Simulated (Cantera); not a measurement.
An isothermal plug-flow reactor at 498 K and 1.01 bar (inlet), inlet velocity 1.3 m/s, active area per volume 9400 1/m; feed H2 : O2 : N2 = 0.0038 : 0.11 : 0.79 (molar parts), equivalence ratio 0.017.

Detailed kinetics in Cantera: Deutschmann's 1995 Pt surface mechanism with GRI-Mech 3.0 gas chemistry. Catalytic surfaces can have several steady states; this one follows from the mechanism file's or the stated starting coverage. Mass transfer to the wall is taken as infinitely fast.

Task: Predict: x(H2) at z = 0.0093 m; x(O2) at z = 0.0093 m; x(H2O) at z = 0.0093 m; θ(O*) at the exit; θ(OH*) at the exit.

Result: 
| Quantity | Result |
|---|---|
| x(H2) at z = 0.0093 m | 4.47e-5 |
| x(O2) at z = 0.0093 m | 0.120 |
| x(H2O) at z = 0.0093 m | 0.00417 |
| θ(O*) at the exit | 0.997 |
| θ(OH*) at the exit | 0.00200 |
